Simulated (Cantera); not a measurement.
Feed: 1 mol C₂H₄, 0.01 mol NH₃, held at 2948 K and 0.0750 bar.

Cantera equilibrium calculation (NASA polynomials, part measured and part estimated; ideal gas, pure solids and liquids). Candidate condensed phases: C, C₆H₆, C₇H₈, C₈H₁₈; 92 gas species. The numbers say what is thermodynamically allowed, not how fast it happens.

Base state: H₂ 0.584, H 0.374, C₂H₂ (acetylene) 0.0311, C₂H 0.00318, HCN 0.00264, C₃ 0.00237, C₄H₂ 0.000693, HNC 0.000478 (mole fractions); condensed: C(graphite).

Problem. What changes in the equilibrium state with this change: temperature from 2948 K to 1275 K?

Solution. 
```csv
species,before,after
H₂,0.584,0.997
N₂,0.000358,0.00247
CH₄,2.11e-6,0.000691
H,0.374,2.69e-6
C₂H₂ (acetylene),0.0311,3.83e-7
C₂H,0.00318,<1e-9
C₃,0.00237,<1e-9
C₄H₂,0.000693,<1e-9
"C(graphite), mol",1.79,2.00
```
